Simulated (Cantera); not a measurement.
Cantera with NASA thermochemical tables; ideal gases at 1 bar, condensed phases pure. Values are per mole of reaction as written; species without (g) are pure solids or liquids, kept so even where they would boil at 1 bar.

3 H₂(g) + 2 CrO₃(g) → 6 OH(g) + 2 Cr

| T (K) | ΔH° (kJ) | ΔS° (J/K) | ΔG° (kJ) | log10 K |
|---|---|---|---|---|
| 1650 | … | … | … | … |
| 1700 | … | … | … | … |
| 1750 | 835.5 | 239.7 | 415.9 | -12.41 |
| 1800 | 837.2 | 240.7 | 403.9 | -11.72 |
| 1850 | … | … | … | … |

Some entries are withheld; supply them.


- 1650, ΔH° (kJ): 832.4
- 1650, ΔS° (J/K): 237.9
- 1650, ΔG° (kJ): 439.8
- 1650, log10 K: -13.92
- 1700, ΔH° (kJ): 833.9
- 1700, ΔS° (J/K): 238.8
- 1700, ΔG° (kJ): 427.9
- 1700, log10 K: -13.15
- 1850, ΔH° (kJ): 839.1
- 1850, ΔS° (J/K): 241.7
- 1850, ΔG° (kJ): 391.9
- 1850, log10 K: -11.06
